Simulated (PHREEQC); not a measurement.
# Acid mine or pickling water: speciation

Synthetic water in mg/kgw, 13 °C, pH 2.06, pe 10.5: Na 1430; K 246; Ca 354; Mg 330; Cl 666; S(6) as SO4 5470; Cu(2) 36.8.

Valence states are taken as typed.

The numbers come from PHREEQC with the ion-association model, wateq4f.dat.

| Quantity | Result |
|---|---|
| ionic strength | 0.149 mol/kgw |
| total alkalinity | -20.8 meq/kg |
| charge-balance error | 1.3 % |

| species | molality | activity | log γ |
|---|---|---|---|
| Na+ | 0.0591 | 0.0452 | -0.117 |
| SO4-2 | 0.0341 | 0.0113 | -0.480 |
| Cl- | 0.0188 | 0.0139 | -0.132 |
| H+ | 0.0107 | 0.00871 | -0.090 |
| HSO4- | 0.00990 | 0.00746 | -0.123 |
| Mg+2 | 0.00801 | 0.00300 | -0.426 |

Precipitation was switched off in this run. At this temperature some constants are extrapolated from 25 °C, and those without enthalpy data are left unchanged.
